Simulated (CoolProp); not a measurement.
Vapour-liquid equilibrium of n-hexane (1) + toluene (2) at 407.6 K; x and y are mole fractions of (1).

Values from CoolProp's multi-fluid Helmholtz-energy mixture model, Thol 2019 and Lemmon 2006; pair parameters Bell 2016.

```
x      bubble pressure, mixture model (bar)  bubble pressure, Raoult's law (bar)  y, mixture model  y, Raoult's law
-----  ------------------------------------  -----------------------------------  ----------------  ---------------
0.05                                  2.167                                2.085             0.156            0.132
0.125                                   [?]                                2.354             0.321            0.292
0.2                                   2.849                                2.623             0.438            0.419
0.275                                 3.146                                2.892             0.528            0.522
0.35                                  3.422                                3.161             0.600            0.608
0.425                                 3.683                                3.430               [?]            0.681
0.5                                     [?]                                3.699               [?]            0.742
0.575                                 4.173                                3.969             0.764            0.796
0.65                                  4.409                                4.238             0.809            0.843
0.725                                   [?]                                4.507             0.852            0.884
0.8                                   4.872                                4.776             0.893            0.920
0.875                                 5.104                                5.045             0.933            0.953
0.95                                    [?]                                5.314             0.973            0.982
```

Task: Fill in the missing entries.

Result: 
- 0.125, bubble pressure, mixture model (bar): 2.525
- 0.425, y, mixture model: 0.662
- 0.5, bubble pressure, mixture model (bar): 3.932
- 0.5, y, mixture model: 0.715
- 0.725, bubble pressure, mixture model (bar): 4.641
- 0.95, bubble pressure, mixture model (bar): 5.337

The largest gap from Raoult's law is +8.8 % in bubble pressure, at x = 0.275. No azeotrope shows between x = 0.05 and 0.95.

Pair parameters are fitted to limited data, so mixtures are less certain than the pure fluids.
